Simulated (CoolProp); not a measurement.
n-perfluoropentane along the isotherm 266.8 K: density (kg/m³) from the reference equation and from simpler models built on Tc = 421.0 K, pc = 20.63 bar, ω = 0.436; each cubic takes its own stable root.

Computed with CoolProp (reference Helmholtz-energy equation of state, Gao 2022).

```csv
p (bar),phase,reference,van der Waals,Redlich-Kwong,Soave-Redlich-Kwong,Peng-Robinson
1.29,liquid,1704,17.75,1498,1589,1793
2.58,liquid,1704,1022,1500,___,1794
3.87,liquid,1705,1024,___,1591,1795
5.16,liquid,1705,1026,1502,1592,1796
6.45,liquid,1706,1028,1504,1593,1796
7.74,liquid,1706,___,1505,1593,1797
9.03,liquid,1707,1031,1507,1594,1798
10.3,liquid,1707,___,1508,1595,1799
```

**Question.** What belongs in the gaps?

**Answer.** 
- 2.58, Soave-Redlich-Kwong: 1590
- 3.87, Redlich-Kwong: 1501
- 7.74, van der Waals: 1030
- 10.3, van der Waals: 1033

At some of these states van der Waals gives the other phase, because its saturation line lies elsewhere.
